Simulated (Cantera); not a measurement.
Transport properties of process gases

Gas mixture: C2H4 : N2 : CO2 = 0.58 : 0.28 : 0.27 (molar parts), at 0.987 atm, frozen composition.

Cantera's kinetic-theory transport with the Lennard-Jones parameters of GRI-Mech 3.0, ideal gas; thermal conductivity in the multicomponent form. The composition is frozen, though it would react at the higher temperatures.

| T (K) | ρ (kg/m³) | cp (J/kg/K) | μ (µPa s) | λ (mW/m/K) | Pr | D (cm²/s) H2 | D (cm²/s) NO | D (cm²/s) O |
|---|---|---|---|---|---|---|---|---|
| 400 | 0.958 | 1386 | 16.8 | 31.2 | 0.747 | 1.11 | 0.285 | 0.451 |
| 600 | 0.639 | 1732 | 23.6 | 54.3 | 0.752 | 2.21 | 0.580 | 0.914 |
| 800 | 0.479 | 1982 | 29.4 | 77.4 | 0.752 | 3.58 | 0.949 | 1.49 |
| 1000 | 0.383 | 2178 | 34.5 | 100 | 0.751 | 5.20 | 1.38 | 2.17 |
| 1200 | 0.319 | 2323 | 39.3 | 121 | 0.751 | 7.04 | 1.88 | 2.95 |
| 1400 | 0.274 | 2436 | 43.6 | 142 | 0.750 | 9.09 | 2.43 | 3.82 |
| 1600 | 0.239 | 2523 | 47.7 | 161 | 0.749 | 11.3 | 3.04 | 4.77 |
| 1800 | 0.213 | 2590 | 51.6 | 179 | 0.748 | 13.8 | 3.70 | 5.80 |
| 2000 | 0.192 | 2642 | 55.4 | 196 | 0.747 | 16.4 | 4.41 | 6.90 |
D: mixture-averaged diffusion coefficient of that species in the mixture.
